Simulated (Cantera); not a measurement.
Feed: 1 mol Fe(CO)5, 1 mol CO, 5.6 mol N2, 0.7 mol H2, equilibrated at 975 °C and 1.20 bar.

Equilibrium computed with Cantera from the NASA thermochemical tables; the gas is ideal and each condensed phase is pure. Candidate condensed phases: C, C6H6, C7H8, C8H18, Fe, Fe(CO)5, FeO, Fe(OH)2, Fe(OH)3, Fe2O3, Fe3O4, H2O; 140 gas species. Condensed phases not in the tables: cementite and carbon dissolved in iron. The numbers say what is thermodynamically allowed, not how fast it happens.

Base state: CO 0.483, N2 0.457, H2 0.0565, CO2 0.00276, H2O 0.000503, CH4 4.27e-5, HCN 2.00e-5 (mole fractions); condensed: C(graphite) + Fe(γ).

Question: What changes in the equilibrium state with this change: N2 from 5.6 to 19 mol?

Answer: 
```tsv
species	before	after
N2	0.457	0.740
CO	0.483	0.232
H2	0.0565	0.0271
CH4	4.27e-5	9.82e-6
H2O	0.000503	0.000116
CO2	0.00276	0.000638
HCN	2.00e-5	1.76e-5
C(graphite), mol	0.0393	0.0187
Fe(γ), mol	1.00	1.00
```
